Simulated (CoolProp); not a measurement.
Vapour-liquid equilibrium of hydrogen chloride (1) + n-butane (2) at -80.35 °C; x and y are mole fractions of (1).

Computed with CoolProp (multi-fluid Helmholtz-energy mixture model, Thol 2018 and Bücker 2006; pair parameters Bell 2016).

```csv
x,bubble pressure (MPa),y at the bubble point,dew pressure at overall composition x (MPa),liquid density (mol/L)
0.05,0.02313,0.955,0.001138,12.14
0.15,0.06212,0.984,0.001272,13.07
0.25,0.08918,0.990,0.001441,14.12
0.35,0.1040,0.992,0.001662,15.33
0.45,0.1101,0.992,0.001964,16.74
0.55,0.1116,0.993,0.002399,18.40
0.65,0.1118,0.993,0.003081,20.39
0.75,0.1132,0.993,0.004305,22.82
0.85,0.1172,0.994,0.007145,25.86
0.95,0.1251,0.997,0.02098,29.78
```

No azeotrope shows between x = 0.05 and 0.95.

The pair parameters rest on a limited set of measurements; away from them the model extrapolates. With so large a gap from Raoult's law the liquid may split in two, which this calculation doesn't test in full.
